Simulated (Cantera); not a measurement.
An isothermal, constant-pressure homogeneous reactor starts with NH₃ : H₂ = 1 : 1.3 (molar parts), at 1375 K and 1.00 bar.

Detailed kinetics in Cantera: the gas-phase N/H chemistry of the illustrative SiF4/NH3 mechanism in the Surface Chemkin manual (1991). Walls and surfaces, which speed up NH3 decomposition in real reactors, are not modelled.

**Question.** Predict: x(NH₃) at 200 s; x(H₂) at 200 s; x(N₂H₂) at 200 s; x(NH₂) at 200 s; x(H) at 200 s.

**Answer.** 
- x(NH₃) at 200 s = 0.400 (gas-phase equilibrium 2.79e-5)
- x(H₂) at 200 s = 0.588 (gas-phase equilibrium 0.848)
- x(N₂H₂) at 200 s = 6.33e-9 (gas-phase equilibrium <1e-12)
- x(NH₂) at 200 s = 3.36e-6 (gas-phase equilibrium 2.06e-10)
- x(H) at 200 s = 2.52e-6 (gas-phase equilibrium 3.18e-6)
